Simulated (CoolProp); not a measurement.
Vapour-liquid equilibrium of CH2F2 (R32) (1) + R236EA (2) at 297.9 K; x and y are mole fractions of (1).

Computed with CoolProp (multi-fluid Helmholtz-energy mixture model, Tillner-Roth 1997 and Rui 2013; pair parameters Bell 2016).

### Question
Give the bubble pressure and the first vapour's composition at x = 0.25, 0.55, 0.75. Is there an azeotrope?

### Answer
x = 0.25: 498.4 kPa, y = 0.659; x = 0.55: 913.9 kPa, y = 0.873; x = 0.75: 1230 kPa, y = 0.942. No azeotrope shows between x = 0.05 and 0.95.

The pair parameters rest on a limited set of measurements; away from them the model extrapolates.
